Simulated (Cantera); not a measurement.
Cantera run:

```python
import numpy as np
import cantera as ct

gas_names = """
    AL ALN ALO ALO2 AL2 AL2O AL2O2 N NO NO2 NO3 N2 N2O O O2 O3
""".split()
cond_names = """
    AL(cr) AL(L) ALN(s) AL2O3(a) AL2O3(L)
""".split()


# ... load() reads the species with a 1 bar reference pressure and builds the phases ...
atoms = {
    'Al2O3': {'AL': 2, 'O': 3},
    'N2': {'N': 2},
}
top_T = {'ALN(s)': 2750}  # K; cautious upper limits of use, not melting points


# ... equilibrate(T, P, feed) seeds the gas with the atoms and calls Mixture.equilibrate('TP', solver="vcs", rtol=1e-11, max_steps=5000) ...
results = []
feed = {'Al2O3': 1, 'N2': 8.1}  # mol
T = 1548  # K
P = 820  # Pa
mix = equilibrate(T, P, feed)
results.append((T, P, feed, dict(zip(mix.species_names, mix.species_moles))))
x = sorted(zip(gas.X, gas.species_names), reverse=True)
print(f"T = {T:g} K  P = {P:g} Pa  gas = {mix.phase_moles(0):.4g} mol")
print("   x: " + "  ".join(f"{s} {v:.3e}" for v, s in x if v > 0.0001))
print("   condensed (mol): " + ("  ".join(f"{mix.phase(i).name} {mix.phase_moles(i):.4g}"
      for i in range(1, mix.n_phases) if mix.phase_moles(i) > 1e-12) or "none"))
```

Result:

```
T = 1548 K  P = 820 Pa  gas = 8.1 mol
   x: N2 1.000e+00
   condensed (mol): AL2O3(a) 1
```

Cantera equilibrium calculation (NASA polynomials, part measured and part estimated; ideal gas, pure solids and liquids).
